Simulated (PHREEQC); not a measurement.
## Copper plating or etch bath: speciation

Dissolve 3.6 mmol/kgw Cu(NO3)2, 0.45 mmol/kgw HNO3 and 0.0034 mmol/kgw H3BO3 at 83 °C. Closed to the air; pH follows from the charge balance.

Computed with PHREEQC (ion-association model, wateq4f.dat).

```yaml
pH: 3.39
ionic_strength: 0.0112 mol/kgw
total_alkalinity: -0.450 meq/kg
```

| species | molality | activity | log γ |
|---|---|---|---|
| NO3- | 0.00765 | 0.00674 | -0.055 |
| Cu+2 | 0.00360 | 0.00227 | -0.201 |
| H+ | 0.000451 | 0.000405 | -0.046 |
| H3BO3 | 3.40e-6 | 3.41e-6 | 0.001 |
| Cu2(OH)2+2 | 2.77e-7 | 1.70e-7 | -0.213 |
| CuOH+ | 6.32e-8 | 5.59e-8 | -0.053 |

This is a speciation only: nothing precipitates in the calculation. Away from 25 °C the constants follow the database's enthalpies or fits; those with neither stay at their 25 °C values.
